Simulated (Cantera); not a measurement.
## TiC + H₂ (sublimation and decomposition of ceramics)

Feed: 1 mol TiC, 0.098 mol H₂, equilibrated at 0.100 bar.

Method: chemical equilibrium by Gibbs-energy minimisation in Cantera with the NASA 1993 tables (ideal gas, pure condensed phases). Candidate condensed phases: C, C₆H₆, C₇H₈, C₈H₁₈, Ti, TiC; 77 gas species. TiC: taken at fixed stoichiometry. The numbers say what is thermodynamically allowed, not how fast it happens.

From 2050 °C to 2725 °C the condensed part is TiC(s). The main Ti-bearing gas is Ti throughout.

| T (°C) | x H₂ | x H | x Ti | x C₂H₂ (acetylene) | x C₂H | x C | n TiC(s) |
|---|---|---|---|---|---|---|---|
| 2050 | 0.966 | 0.0338 | 2.99e-5 | 1.40e-5 | 2.35e-8 | 6.63e-9 | 1.000 |
| 2125 | 0.951 | 0.0486 | 6.63e-5 | 3.19e-5 | 9.33e-8 | 2.69e-8 | 1.000 |
| 2200 | 0.932 | 0.0681 | 0.000140 | 6.81e-5 | 3.37e-7 | 9.96e-8 | 1.000 |
| 2275 | 0.906 | 0.0931 | 0.000283 | 0.000138 | 1.13e-6 | 3.42e-7 | 1.000 |
| 2350 | 0.875 | 0.125 | 0.000549 | 0.000267 | 3.50e-6 | 1.09e-6 | 1.000 |
| 2425 | 0.835 | 0.163 | 0.00102 | 0.000493 | 1.02e-5 | 3.29e-6 | 1.000 |
| 2500 | 0.788 | 0.209 | 0.00183 | 0.000872 | 2.78e-5 | 9.32e-6 | 1.000 |
| 2575 | 0.734 | 0.262 | 0.00318 | 0.00148 | 7.19e-5 | 2.51e-5 | 1.000 |
| 2650 | 0.671 | 0.321 | 0.00534 | 0.00239 | 0.000175 | 6.41e-5 | 0.999 |
| 2725 | 0.602 | 0.385 | 0.00875 | 0.00367 | 0.000403 | 0.000156 | 0.999 |
x: gas mole fraction; n: condensed amount in mol.
